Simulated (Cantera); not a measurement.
**Stirred combustor or abatement burner**

A perfectly stirred reactor is fed with 5.33 % CO, 8.00 % H₂, 1.60 % CH₄, 17.9 % O₂, 67.2 % N₂, equivalence ratio 0.55, at 500000 Pa; it is adiabatic with a 625 K inlet, and is followed from long to short residence time, starting on the burning branch (τ in s: 0.094, 0.041, 0.017, 0.0075, 0.0032, 0.0014, 0.00059, 0.00026, 0.00011, 4.7e-05, 2e-05, 8.7e-06).

Model: GRI-Mech 3.0 (53 species, 325 reactions), integrated in Cantera.

| τ (s) | T (K) | x CO | x H₂ | x CH₄ | x O₂ | x C₂H | x C₂H₂ |
|---|---|---|---|---|---|---|---|
| 0.094 | 1994 | 0.000209 | 6.31e-5 | 5.89e-7 | 0.0858 | <1e-12 | 5.90e-12 |
| 0.041 | 1993 | 0.000286 | 7.78e-5 | 1.24e-6 | 0.0859 | <1e-12 | 2.33e-11 |
| 0.017 | 1991 | 0.000451 | 0.000110 | 2.54e-6 | 0.0860 | <1e-12 | 7.87e-11 |
| 0.0075 | 1987 | 0.000739 | 0.000168 | 4.65e-6 | 0.0860 | <1e-12 | 1.89e-10 |
| 0.0032 | 1979 | 0.00127 | 0.000278 | 8.27e-6 | 0.0862 | <1e-12 | 3.73e-10 |
| 0.0014 | 1967 | 0.00217 | 0.000462 | 1.42e-5 | 0.0864 | 1.81e-12 | 6.20e-10 |
| 0.00059 | 1947 | 0.00378 | 0.000789 | 2.48e-5 | 0.0869 | 3.36e-12 | 9.53e-10 |
| 0.00026 | 1916 | 0.00633 | 0.00130 | 4.29e-5 | 0.0879 | 5.50e-12 | 1.38e-9 |
| 0.00011 | 1865 | 0.0108 | 0.00215 | 8.02e-5 | 0.0898 | 8.58e-12 | 2.08e-9 |
| 4.7e-5 | 1785 | 0.0181 | 0.00351 | 0.000166 | 0.0935 | 1.28e-11 | 3.58e-9 |
| 2.0e-5 | 1651 | 0.0314 | 0.00645 | 0.000463 | 0.102 | 2.00e-11 | 9.48e-9 |
| 8.7e-6 | 625 | 0.0533 | 0.0800 | 0.0160 | 0.179 | <1e-12 | <1e-12 |
x: mole fraction; the columns are a selection and need not sum to one.
